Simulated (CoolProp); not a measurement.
Dimethyl carbonate along the isobar 7.94 bar: fugacity coefficient from the reference equation and from simpler models built on Tc = 283.9 °C, pc = 49.09 bar, ω = 0.346; each cubic takes its own stable root.

Values from CoolProp's reference Helmholtz-energy equation of state, Zhou 2011.

```csv
T (°C),phase,reference
109.45,liquid,0.2222
133.55,liquid,0.4062
157.75,liquid,0.6801
181.95,gas,0.8942
206.05,gas,0.9105
230.25,gas,0.9236
254.35,gas,0.9342
278.55,gas,0.9431
302.65,gas,0.9505
326.85,gas,0.9568
```

Task: How far does each simpler model (Soave-Redlich-Kwong, Peng-Robinson) lie from the reference over these 10 states: mean and median of the absolute difference, and the worst?

Result: 
- Soave-Redlich-Kwong: mean 0.3 %, median 0.1 %, worst +1.8 % at 157.75 °C and 7.94 bar
- Peng-Robinson: mean 0.5 %, median 0.5 %, worst -0.8 % at 181.95 °C and 7.94 bar
